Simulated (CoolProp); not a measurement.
R1233zd(E) along the isotherm 38.25 °C: fugacity coefficient from the reference equation and from simpler models built on Tc = 165.7 °C, pc = 3583 kPa, ω = 0.304; each cubic takes its own stable root.

Values from CoolProp's reference Helmholtz-energy equation of state, Akasaka 2022.

| p (kPa) | phase | reference |
|---|---|---|
| 689 | liquid | 0.2831 |
| 1380 | liquid | 0.1454 |
| 2070 | liquid | 0.09970 |
| 2760 | liquid | 0.07691 |
| 3440 | liquid | 0.06343 |
| 4130 | liquid | 0.05434 |
| 4820 | liquid | 0.04788 |
| 5510 | liquid | 0.04307 |
| 6200 | liquid | 0.03935 |
| 6890 | liquid | 0.03641 |
| 7580 | liquid | 0.03403 |
| 8270 | liquid | 0.03207 |
| 8960 | liquid | 0.03043 |

**Question.** How far does each simpler model (van der Waals, Redlich-Kwong, Soave-Redlich-Kwong, Peng-Robinson) lie from the reference over these 13 states: mean and median of the absolute difference, and the worst?

**Answer.** 
- van der Waals: mean 274.5 %, median 276.4 %, worst +317.7 % at 38.25 °C and 8960 kPa
- Redlich-Kwong: mean 71.6 %, median 71.7 %, worst +75.9 % at 38.25 °C and 8960 kPa
- Soave-Redlich-Kwong: mean 2.9 %, median 2.9 %, worst +4.7 % at 38.25 °C and 8960 kPa
- Peng-Robinson: mean 0.2 %, median 0.2 %, worst -0.6 % at 38.25 °C and 8960 kPa

At some of these states van der Waals gives the other phase, because its saturation line lies elsewhere.
